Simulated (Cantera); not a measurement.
An adiabatic, constant-pressure homogeneous reactor starts with 7.27 % CO, 4.58 % H2, 18.5 % O2, 69.6 % N2, equivalence ratio 0.32, at 1775 K and 4.93 atm.

Detailed kinetics in Cantera: GRI-Mech 3.0 (53 species, 325 reactions). The hydrogen kinetics of GRI-Mech 3.0 are dated; newer H2 mechanisms differ, most at raised pressure.

### Question
Predict: time of steepest temperature rise; temperature at 0.200 s; equilibrium temperature; x(CO) at 0.200 s; x(H2) at 0.200 s; x(O2) at 0.200 s; x(NO) at 0.200 s; x(CO2) at 0.200 s; x(H2O2) at 0.200 s.

### Answer
- time of steepest temperature rise: 2.49 µs
- temperature at 0.200 s: 2522 K
- equilibrium temperature: 2522 K
- x(CO) at 0.200 s: 0.00386 (gas-phase equilibrium 0.00386)
- x(H2) at 0.200 s: 0.000379 (gas-phase equilibrium 0.000379)
- x(O2) at 0.200 s: 0.124 (gas-phase equilibrium 0.124)
- x(NO) at 0.200 s: 0.0177 (gas-phase equilibrium 0.0177)
- x(CO2) at 0.200 s: 0.0730 (gas-phase equilibrium 0.0730)
- x(H2O2) at 0.200 s: 2.61e-7 (gas-phase equilibrium 2.61e-7)
